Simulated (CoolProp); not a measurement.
Vapour-liquid equilibrium of hydrogen chloride (1) + propane (2) at 2.37 bar; x and y are mole fractions of (1).

The numbers come from the multi-fluid Helmholtz-energy mixture model, Thol 2018 and Lemmon 2009; pair parameters Bell 2016 in CoolProp.

Task: Give the bubble temperature and the first vapour's composition at x = 0.05, 0.2, 0.5. Is there an azeotrope?

Result: x = 0.05: -34.3 °C, y = 0.415; x = 0.2: -54.7 °C, y = 0.791; x = 0.5: -64.3 °C, y = 0.895. No azeotrope shows between x = 0.05 and 0.95.

The pair parameters rest on a limited set of measurements; away from them the model extrapolates. With so large a gap from Raoult's law the liquid may split in two, which this calculation doesn't test in full.
